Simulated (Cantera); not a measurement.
An isothermal plug-flow reactor at 975 K and 1.00 atm (inlet), inlet velocity 2.8 m/s, active area per volume 580 1/m; feed CO : O₂ : N₂ : H₂O = 0.0042 : 0.076 : 0.79 : 0.021 (molar parts), equivalence ratio 0.028.

Cantera simulation using Deutschmann's 1995 Pt surface mechanism with GRI-Mech 3.0 gas chemistry; the numbers are that mechanism's predictions, not measurements. Catalytic surfaces can have several steady states; this one follows from the mechanism file's or the stated starting coverage. Mass transfer to the wall is taken as infinitely fast.

**Question.** What does this change do: temperature 975 to 750 K?

**Answer.** 
```
quantity                 before     after
----------------------  -------  --------
x(CO) at z = 0.09 m      <1e-12  0.000230
x(O₂) at z = 0.09 m      0.0831    0.0832
x(H₂O) at z = 0.09 m     0.0236    0.0236
x(CO₂) at z = 0.09 m    0.00472   0.00449
θ(free Pt) at the exit    0.179    0.0197
θ(O*) at the exit         0.818     0.977
θ(OH*) at the exit      0.00291   0.00304
```
